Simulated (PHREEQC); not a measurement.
Dissolve 0.073 mol HF, 0.00071 mol (CH3)4NF and 0.0028 mol H2SiF6 per kg of water at 25 °C. Closed to the air; pH follows from the charge balance.

All values are PHREEQC results (ion-association model, phreeqc.dat), not measurements.

Each row changes one thing in this solution. No solid was allowed to form.

```json
[
 {"case": "as made", "pH": "2.00", "ionic strength (mol/kgw)": "0.0147", "HF (mol/kgw)": "0.0662", "F- (mol/kgw)": "0.00499", "HF2- (mol/kgw)": "0.00127"},
 {"case": "(CH3)4NF from 0.00071 to 0.000142 mol/kgw", "pH": "1.99", "ionic strength (mol/kgw)": "0.0144", "HF (mol/kgw)": "0.0659", "F- (mol/kgw)": "0.00482", "HF2- (mol/kgw)": "0.00122"},
 {"case": "0.0021 mol/kgw TMAH added", "pH": "2.05", "ionic strength (mol/kgw)": "0.0154", "HF (mol/kgw)": "0.0653", "F- (mol/kgw)": "0.00562", "HF2- (mol/kgw)": "0.00141"},
 {"case": "0.0031 mol/kgw KOH added", "pH": "2.08", "ionic strength (mol/kgw)": "0.0158", "HF (mol/kgw)": "0.0648", "F- (mol/kgw)": "…", "HF2- (mol/kgw)": "0.00148"},
 {"case": "diluted 10-fold with water", "pH": "2.66", "ionic strength (mol/kgw)": "0.00266", "HF (mol/kgw)": "…", "F- (mol/kgw)": "0.00178", "HF2- (mol/kgw)": "3.77e-5"},
 {"case": "H2SiF6 left out", "pH": "2.15", "ionic strength (mol/kgw)": "0.00833", "HF (mol/kgw)": "0.0637", "F- (mol/kgw)": "0.00670", "HF2- (mol/kgw)": "0.00164"},
 {"case": "diluted 5-fold with water", "pH": "2.47", "ionic strength (mol/kgw)": "0.00433", "HF (mol/kgw)": "0.0120", "F- (mol/kgw)": "0.00253", "HF2- (mol/kgw)": "0.000116"},
 {"case": "(CH3)4NF from 0.00071 to 0.000639 mol/kgw", "pH": "2.00", "ionic strength (mol/kgw)": "0.0146", "HF (mol/kgw)": "0.0661", "F- (mol/kgw)": "…", "HF2- (mol/kgw)": "0.00126"}
]
```

Question: What belongs in the gaps?

Answer: 
- 0.0031 mol/kgw KOH added, F- (mol/kgw): 0.00596
- diluted 10-fold with water, HF (mol/kgw): 0.00552
- (CH3)4NF from 0.00071 to 0.000639 mol/kgw, F- (mol/kgw): 0.00497

(CH3)4N+ isn't in the database: it is added as a free cation with an ion size of 4 Å. SiF6-2 is the database's only silicon fluoride.
